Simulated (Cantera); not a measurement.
A perfectly stirred reactor is fed with H₂ : O₂ : N₂ : H₂O = 1 : 0.333 : 1.25 : 0.7 (molar parts), at 0.987 atm; it is adiabatic with a 650 K inlet, and is followed from long to short residence time, starting on the burning branch (τ in s: 0.087, 0.039, 0.018, 0.0081, 0.0037, 0.0017, 0.00076, 0.00034, 0.00016, 7.1e-05, 3.2e-05, 1.5e-05, 6.7e-06).

Cantera simulation using the H2/O2 subset of GRI-Mech 3.0, which has no nitrogen chemistry; the numbers are that mechanism's predictions, not measurements.

Problem. Predict: blow-out, bracketed by the residence times tried; x(H₂) at τ = 87.0 ms; x(O₂) at τ = 87.0 ms; x(H₂O) at τ = 87.0 ms; x(OH) at τ = 87.0 ms; x(O) at τ = 87.0 ms; x(H₂) at τ = 0.760 ms; x(O₂) at τ = 0.760 ms; x(H₂O) at τ = 0.760 ms; x(OH) at τ = 0.760 ms; x(O) at τ = 0.760 ms.

Solution. 
* **blow-out, bracketed by the residence times tried**: burning at 15.0 µs, out at 6.70 µs
* **x(H₂) at τ = 87.0 ms**: 0.113
* **x(O₂) at τ = 87.0 ms**: 6.56e-5
* **x(H₂O) at τ = 87.0 ms**: 0.461
* **x(OH) at τ = 87.0 ms**: 0.00103
* **x(O) at τ = 87.0 ms**: 1.54e-5
* **x(H₂) at τ = 0.760 ms**: 0.110
* **x(O₂) at τ = 0.760 ms**: 0.00202
* **x(H₂O) at τ = 0.760 ms**: 0.445
* **x(OH) at τ = 0.760 ms**: 0.00608
* **x(O) at τ = 0.760 ms**: 0.000785
